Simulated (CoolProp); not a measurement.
Saturation properties of octamethyltrisiloxane (MDM).

Model: reference Helmholtz-energy equation of state, Thol 2017, in CoolProp.

| T (K) | p (kPa) | vapour density (kg/m³) | enthalpy of vaporisation (kJ/kg) | surface tension (mN/m) |
|---|---|---|---|---|
| 446.5 | 169.5 | 12.10 | 142.7 | 5.02 |
| 456.3 | 211.6 | 15.10 | 137.7 | 4.42 |
| 466.2 | 261.8 | 18.74 | 132.4 | 3.84 |
| 476 | 320.0 | 23.05 | 126.9 | 3.29 |
| 485.9 | 388.1 | 28.28 | 121.0 | 2.76 |
| 495.7 | 465.9 | 34.51 | 114.6 | 2.27 |
| 505.5 | 555.0 | 42.07 | 107.8 | 1.81 |
| 515.4 | 657.6 | 51.46 | 100.1 | 1.38 |
| 525.2 | 773.1 | 63.15 | 91.47 | 0.992 |
| 535.1 | 905.5 | 78.52 | 81.35 | 0.645 |
| 544.9 | 1054 | 99.65 | 69.02 | 0.353 |
| 554.7 | 1224 | 133.2 | 52.09 | 0.124 |

It boils at 425.6 K under 1 atm.

Surface tension comes from a separate correlation (Mulero 2014), older than this fluid's equation and unchecked against measurements.
